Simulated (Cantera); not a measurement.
# Hydrocarbon pyrolysis for carbon deposition

A perfectly stirred reactor is fed with C₂H₆ : N₂ = 1 : 2.7 (molar parts), at 338 Torr; it is held at 1375 K, and followed from long to short residence time.

Detailed kinetics in Cantera: GRI-Mech 3.0 (53 species, 325 reactions). GRI-Mech 3.0 stops at C3 and has no aromatics, soot or wall deposition, so with more carbon than oxygen in the feed, carbon stays in small species such as C2H2 where larger ones or solid carbon would form.

```json
[
 {"τ (s)": "0.89", "x C₂H₆": "0.000786", "x CH₃": "4.93e-5", "x H₂": "0.268", "x C₂H₂": "0.136", "x CH₂": "1.45e-9", "x C₂H": "4.72e-9"},
 {"τ (s)": "0.33", "x C₂H₆": "0.00153", "x CH₃": "6.69e-5", "x H₂": "0.265", "x C₂H₂": "0.131", "x CH₂": "2.68e-9", "x C₂H": "6.27e-9"},
 {"τ (s)": "0.12", "x C₂H₆": "0.00317", "x CH₃": "9.51e-5", "x H₂": "0.255", "x C₂H₂": "0.121", "x CH₂": "5.13e-9", "x C₂H": "7.88e-9"},
 {"τ (s)": "0.046", "x C₂H₆": "0.00667", "x CH₃": "0.000137", "x H₂": "0.237", "x C₂H₂": "0.105", "x CH₂": "9.59e-9", "x C₂H": "8.96e-9"},
 {"τ (s)": "0.017", "x C₂H₆": "0.0151", "x CH₃": "0.000206", "x H₂": "0.209", "x C₂H₂": "0.0789", "x CH₂": "1.85e-8", "x C₂H": "8.87e-9"},
 {"τ (s)": "0.0063", "x C₂H₆": "0.0351", "x CH₃": "0.000313", "x H₂": "0.173", "x C₂H₂": "0.0485", "x CH₂": "3.49e-8", "x C₂H": "7.00e-9"},
 {"τ (s)": "0.0024", "x C₂H₆": "0.0770", "x CH₃": "0.000457", "x H₂": "0.131", "x C₂H₂": "0.0228", "x CH₂": "5.91e-8", "x C₂H": "4.16e-9"},
 {"τ (s)": "0.00088", "x C₂H₆": "0.147", "x CH₃": "0.000610", "x H₂": "0.0803", "x C₂H₂": "0.00716", "x CH₂": "8.49e-8", "x C₂H": "1.84e-9"},
 {"τ (s)": "0.00033", "x C₂H₆": "0.211", "x CH₃": "0.000686", "x H₂": "0.0380", "x C₂H₂": "0.00153", "x CH₂": "9.53e-8", "x C₂H": "6.99e-10"},
 {"τ (s)": "0.00012", "x C₂H₆": "0.248", "x CH₃": "0.000643", "x H₂": "0.0136", "x C₂H₂": "0.000195", "x CH₂": "8.07e-8", "x C₂H": "2.01e-10"}
]
```
x: mole fraction; the columns are a selection and need not sum to one.
